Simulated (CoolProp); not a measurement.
Water at 496.43 K and 1.39 MPa flows at 11 m/s in a round tube of 100 mm bore and 15 µm roughness, fully developed (64/Re and Nu = 3.66 if laminar; Colebrook and Gnielinski if turbulent). Each further row changes one setting.

The numbers come from the reference Helmholtz-energy equation of state, Wagner 2002 in CoolProp.

| case | Reynolds number | Darcy friction factor | pressure drop (Pa/m) | heat-transfer coefficient (W/(m² K)) | mass flow (kg/h) |
|---|---|---|---|---|---|
| as stated | 425000 | 0.0152 | 59.7 | 329 | 2020 |
| velocity 22 m/s | 850000 | 0.0143 | 224 | 618 | 4040 |
| diameter 200 mm | 850000 | 0.0133 | 26.1 | 288 | 8070 |

Viscosity comes from a separate model (Huber 2009). Thermal conductivity comes from a separate model (Huber 2012).
